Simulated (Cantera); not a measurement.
A perfectly stirred reactor is fed with H2 : O2 = 0.018 : 1 (molar parts), equivalence ratio 0.0090, at 0.0217 atm; it is held at 1350 K, and followed from long to short residence time.

Cantera simulation using the H2/O2 subset of GRI-Mech 3.0, which has no nitrogen chemistry; the numbers are that mechanism's predictions, not measurements. Radical loss at walls, strong at low pressure, is not modelled.

Task: What does this change do: pressure from 0.0217 atm to 0.0263 atm?

Result: 
```tsv
quantity	before	after
x(H2) at τ = 3.40 s	1.82e-5	1.61e-5
x(O2) at τ = 3.40 s	0.981	0.981
x(O) at τ = 3.40 s	0.00104	0.000810
x(H2O2) at τ = 3.40 s	1.38e-8	1.47e-8
x(OH) at τ = 3.40 s	0.000564	0.000498
x(H2) at τ = 34.0 ms	0.000251	0.000226
x(O2) at τ = 34.0 ms	0.971	0.972
x(O) at τ = 34.0 ms	0.0103	0.00923
x(H2O2) at τ = 34.0 ms	3.71e-8	4.30e-8
x(OH) at τ = 34.0 ms	0.00186	0.00175
```

Task: What does this change do: 0.03 parts H2O added?

Result: 
```json
[
 {"quantity": "x(H2) at τ = 3.40 s", "before": "1.82e-5", "after": "2.32e-5"},
 {"quantity": "x(O2) at τ = 3.40 s", "before": "0.981", "after": "0.953"},
 {"quantity": "x(O) at τ = 3.40 s", "before": "0.00104", "after": "0.000606"},
 {"quantity": "x(H2O2) at τ = 3.40 s", "before": "1.38e-8", "after": "2.13e-8"},
 {"quantity": "x(OH) at τ = 3.40 s", "before": "0.000564", "after": "0.000694"},
 {"quantity": "x(H2) at τ = 34.0 ms", "before": "0.000251", "after": "0.000338"},
 {"quantity": "x(O2) at τ = 34.0 ms", "before": "0.971", "after": "0.945"},
 {"quantity": "x(O) at τ = 34.0 ms", "before": "0.0103", "after": "0.00760"},
 {"quantity": "x(H2O2) at τ = 34.0 ms", "before": "3.71e-8", "after": "6.86e-8"},
 {"quantity": "x(OH) at τ = 34.0 ms", "before": "0.00186", "after": "0.00248"}
]
```
